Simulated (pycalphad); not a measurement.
**Phase fractions of Cu-9.145Si (wt.%)**

CALPHAD calculation (pycalphad, COST 507 light-alloy database (1999)), 1 atm. The database dates from 1999; later assessments differ in places, in temperatures and in the compounds included. Phase fractions are per mole of atoms. Kinetics are ignored, which matters at the lower temperatures.

```csv
T (°C),LIQUID,CU33SI7_DELTA,CU4SI_EPSILON,CU56SI11_GAMMA,CU19SI6_ETA,FCC_A1
837,1.000,-,-,-,-,-
757,-,0.580,0.420,-,-,-
677,-,-,0.595,0.405,-,-
597,-,-,0.595,0.405,-,-
517,-,-,0.595,0.405,-,-
437,-,-,0.595,0.405,-,-
357,-,-,-,-,(withheld),(withheld)
277,-,-,-,-,0.707,0.293
```

**Question.** What belongs in the gaps?

**Answer.** 
- 357, CU19SI6_ETA: 0.686
- 357, FCC_A1: 0.314

Database names, with the compositions (at.%) that they take in these runs: CU33SI7_DELTA: Cu 82 Si 18; CU4SI_EPSILON: Cu 80 Si 20; CU56SI11_GAMMA: Cu 84 Si 16; CU19SI6_ETA: Cu 76 Si 24. FCC_A1 is fcc.
